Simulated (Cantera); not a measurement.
An adiabatic, constant-pressure homogeneous reactor starts with CH₄ : CO : O₂ : N₂ = 1 : 0.24 : 0.964 : 3.62 (molar parts), equivalence ratio 2.2, at 1650 K and 7500 Torr.

Detailed kinetics in Cantera: GRI-Mech 3.0 (53 species, 325 reactions).

x: mole fraction; the columns are a selection and need not sum to one.

```json
[
 {"t (s)": "6.00e-6", "T (K)": "1650", "x CH₄": "0.171", "x CO": "0.0412", "x O₂": "0.165", "x H₂": "5.08e-5", "x HCN": "<1e-12", "x H": "(withheld)"},
 {"t (s)": "1.82e-5", "T (K)": "1654", "x CH₄": "0.170", "x CO": "0.0412", "x O₂": "0.165", "x H₂": "0.000380", "x HCN": "<1e-12", "x H": "(withheld)"},
 {"t (s)": "5.53e-5", "T (K)": "1714", "x CH₄": "0.153", "x CO": "0.0445", "x O₂": "0.154", "x H₂": "0.00629", "x HCN": "3.13e-11", "x H": "(withheld)"},
 {"t (s)": "0.000168", "T (K)": "2609", "x CH₄": "1.48e-6", "x CO": "0.163", "x O₂": "4.48e-6", "x H₂": "0.171", "x HCN": "5.00e-5", "x H": "0.00518"},
 {"t (s)": "0.000510", "T (K)": "2609", "x CH₄": "1.52e-9", "x CO": "0.163", "x O₂": "4.61e-6", "x H₂": "0.171", "x HCN": "3.12e-6", "x H": "0.00526"},
 {"t (s)": "0.00155", "T (K)": "2610", "x CH₄": "1.46e-9", "x CO": "0.163", "x O₂": "4.65e-6", "x H₂": "0.171", "x HCN": "1.75e-6", "x H": "0.00527"},
 {"t (s)": "0.00470", "T (K)": "2610", "x CH₄": "1.45e-9", "x CO": "0.163", "x O₂": "4.66e-6", "x H₂": "0.171", "x HCN": "1.49e-6", "x H": "0.00527"},
 {"t (s)": "0.0143", "T (K)": "2610", "x CH₄": "1.45e-9", "x CO": "0.163", "x O₂": "4.66e-6", "x H₂": "0.171", "x HCN": "1.48e-6", "x H": "0.00527"},
 {"t (s)": "0.0434", "T (K)": "2610", "x CH₄": "1.45e-9", "x CO": "0.163", "x O₂": "4.66e-6", "x H₂": "0.171", "x HCN": "1.48e-6", "x H": "0.00527"},
 {"t (s)": "0.132", "T (K)": "2610", "x CH₄": "1.45e-9", "x CO": "0.163", "x O₂": "4.66e-6", "x H₂": "0.171", "x HCN": "1.48e-6", "x H": "0.00527"},
 {"t (s)": "0.400", "T (K)": "2610", "x CH₄": "1.45e-9", "x CO": "0.163", "x O₂": "4.66e-6", "x H₂": "0.171", "x HCN": "1.48e-6", "x H": "0.00527"}
]
```

Task: Some entries are withheld; supply them.

Result: 
- 6.00e-6, x H: 2.80e-7
- 1.82e-5, x H: 8.32e-7
- 5.53e-5, x H: 1.00e-5
